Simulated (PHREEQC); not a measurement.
Consider water at 20 °C with 0.6 mol/kgw HCl, 0.047 mol/kgw NaCl and 0.0018 mol/kgw KCl. Closed to the air; pH follows from the charge balance.

The numbers come from PHREEQC with the ion-association model, wateq4f.dat.

Each row changes one thing in this solution. Precipitation was switched off in this run.

```
case                                          pH  ionic strength (mol/kgw)
------------------------------------------  ----  ------------------------
as made                                     0.34                     0.649
NaCl left out                               0.34                       [?]
temperature from 20 to 35 °C                0.34                     0.649
temperature from 20 to 85 °C                0.36                     0.649
temperature from 20 to 45 °C                0.35                     0.649
0.092 mol/kgw FeSO4 added                   0.41                     0.798
NaCl from 0.047 to 0.0423 mol/kgw           0.34                     0.644
diluted 5-fold with water                    [?]                     0.130
HCl replaced by MgCl2 at the same molality  6.13                      1.85
```

Question: Complete the blanks.

Answer: 
- NaCl left out, ionic strength (mol/kgw): 0.602
- diluted 5-fold with water, pH: 1.01

The ionic strength passes 0.7 mol/kgw, the rough limit of the ion-association models, in 0.092 mol/kgw FeSO4 added; HCl replaced by MgCl2 at the same molality. Away from 25 °C the constants follow the database's enthalpies or fits; those with neither stay at their 25 °C values.
